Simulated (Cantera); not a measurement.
A Cantera script and what it prints.

```python
import numpy as np
import cantera as ct

gas_names = """
    CL CL2 H HCL H2 Si SiCL SiCL2 SiCL3 SiCL4 SiH SiHCL3 SiH2 SiH2CL2 SiH3 SiH3CL SiH4 Si2 Si3
""".split()
cond_names = """
    Si(cr) Si(L)
""".split()


# ... load() reads the species with a 1 bar reference pressure and builds the phases ...
atoms = {
    'SiH4': {'Si': 1, 'H': 4},
    'HCl': {'H': 1, 'CL': 1},
    'H2': {'H': 2},
}
top_T = {}  # K; cautious upper limits of use, not melting points


# ... equilibrate(T, P, feed) seeds the gas with the atoms and calls Mixture.equilibrate('TP', solver="vcs", rtol=1e-11, max_steps=5000) ...
results = []
feed = {'SiH4': 1, 'HCl': 0.097, 'H2': 23}  # mol
P = 290  # Pa
for T in [825, 900, 975, 1050, 1125, 1200, 1275, 1350, 1425, 1500, 1575, 1650, 1725]:
    mix = equilibrate(T, P, feed)
    results.append((T, P, feed, dict(zip(mix.species_names, mix.species_moles))))

top = {s: max(r[3][s] / sum(r[3][g] for g in gas_names) for r in results) for s in gas_names}
cols = sorted((s for s in top if top[s] > 0.0001), key=lambda s: -top[s])[:6]
seen = [c for c in cond_names if any(r[3].get(c, 0) > 1e-12 for r in results)]
print("log10 of partial pressures in bar; condensed amounts in mol")
print(f"{'T/K':>10s}" + "".join(f"{s[:9]:>10s}" for s in cols + seen))
for T, P, feed, n in results:
    ng = sum(n[g] for g in gas_names)
    print(f"{T:10.4g}" + "".join(f"{np.log10(max(n[s] / ng * P / 1e5, 1e-99)):10.3f}" for s in cols)
          + "".join(f"{n.get(c, 0):10.4g}" for c in seen))
```

Output:

```
log10 of partial pressures in bar; condensed amounts in mol
       T/K        H2       HCL         H        Si     SiCL4    SiHCL3    Si(cr)     Si(L)
       825    -2.539    -5.233   -12.370   -20.718    -6.046    -6.260     0.987         0
       900    -2.539    -5.015   -11.202   -18.352    -6.672    -6.743     0.996         0
       975    -2.539    -4.963   -10.211   -16.351    -7.727    -7.546    0.9989         0
      1050    -2.539    -4.958    -9.361   -14.638    -8.784    -8.349    0.9992         0
      1125    -2.539    -4.958    -8.622   -13.154    -9.715    -9.057    0.9992         0
      1200    -2.539    -4.958    -7.974   -11.858   -10.530    -9.677    0.9991         0
      1275    -2.539    -4.959    -7.402   -10.715   -11.248   -10.222    0.9991         0
      1350    -2.539    -4.960    -6.892    -9.700   -11.885   -10.707     0.999         0
      1425    -2.539    -4.960    -6.436    -8.793   -12.453   -11.139    0.9989         0
      1500    -2.539    -4.961    -6.024    -7.978   -12.965   -11.528    0.9987         0
      1575    -2.540    -4.962    -5.651    -7.241   -13.427   -11.879    0.9981         0
      1650    -2.540    -4.963    -5.312    -6.572   -13.848   -12.199    0.9958         0
      1725    -2.541    -4.965    -5.002    -5.993   -14.262   -12.522         0    0.9885
```

Cantera equilibrium calculation (NASA polynomials, part measured and part estimated; ideal gas, pure solids and liquids). Gases not in the tables: Si2H6 and higher silanes.
